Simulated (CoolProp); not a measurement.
Cyclopentane at several states: fugacity coefficient from the reference equation and from simpler models built on Tc = 238.6 °C, pc = 4.583 MPa, ω = 0.202; each cubic takes its own stable root.

Model: reference Helmholtz-energy equation of state, Gedanitz 2015, in CoolProp.

```tsv
T (°C)	p (MPa)	phase	reference	van der Waals	Redlich-Kwong	Soave-Redlich-Kwong	Peng-Robinson
-11.75	1.32	liquid	0.006232	0.1150	0.01105	0.006013	0.006372
124.95	0.0784	gas	0.9865	0.9908	0.9882	0.9875	0.9867
-66.35	15.3	liquid	2.325e-5	0.005431	4.539e-5	2.312e-5	2.516e-5
-33.15	0.0202	liquid	0.1092	0.9927	0.2012	0.1043	0.1149
-12.85	3.4	liquid	0.002488	0.04978	0.004446	0.002409	0.002531
250.05	0.0364	gas	0.9974	0.9978	0.9975	0.9975	0.9972
```

At some of these states van der Waals gives the other phase, because its saturation line lies elsewhere.
